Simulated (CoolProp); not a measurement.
A Linde-Hampson liquefier for CF4 (R14): isothermal reversible compression at 320 K from 1 atm to 5 MPa, throttling to 1 atm, return gas leaving the recuperator 10 K below the feed. Each further row changes one setting.

Computed with CoolProp (reference Helmholtz-energy equation of state, Platzer 1990). This equation is an older, rougher fit; its heat capacities, sound speeds and derivatives of the liquid may be far off and weren't checked against measurements.

```
case                        liquid yield per pass  compression work (kJ/kg of gas)
--------------------------  ---------------------  -------------------------------
as stated                                   0.043                              114
high pressure 10 MPa                        0.118                              131
warm-end temperature 350 K                  0.026                              126
warm-end gap 15 K                           0.028                              114
```
